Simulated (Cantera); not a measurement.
An adiabatic, constant-pressure homogeneous reactor starts with CH4 : O2 : N2 : CO2 = 1 : 1.25 : 4.7 : 1.1 (molar parts), equivalence ratio 1.6, at 1025 K and 0.200 bar. Integrator tolerance rtol = 1e-08.

Model: GRI-Mech 3.0 (53 species, 325 reactions), integrated in Cantera.

Problem. What does this change do: initial temperature 1025 to 1725 K?

Solution. 
```
quantity                                                            before                                    after
---------------------------------  ---------------------------------------  ---------------------------------------
temperature at 3.00 s                                               1029 K                                   2535 K
equilibrium temperature                                             2122 K                                   2535 K
x(CH4) at 3.00 s                      0.123 (gas-phase equilibrium <1e-12)    <1e-12 (gas-phase equilibrium <1e-12)
x(O2) at 3.00 s                      0.155 (gas-phase equilibrium 4.52e-5)  0.00440 (gas-phase equilibrium 0.00440)
x(CO2) at 3.00 s                       0.137 (gas-phase equilibrium 0.111)    0.0935 (gas-phase equilibrium 0.0935)
x(NO) at 3.00 s                    <1e-12 (gas-phase equilibrium 0.000127)  0.00288 (gas-phase equilibrium 0.00288)
x(H2O) at 3.00 s                    0.000633 (gas-phase equilibrium 0.183)      0.170 (gas-phase equilibrium 0.170)
x(CO) at 3.00 s                     0.000159 (gas-phase equilibrium 0.128)      0.140 (gas-phase equilibrium 0.140)
x(C2H2) at 3.00 s                   3.10e-9 (gas-phase equilibrium <1e-12)    <1e-12 (gas-phase equilibrium <1e-12)
time of steepest temperature rise                              not reached                                 0.987 ms
```
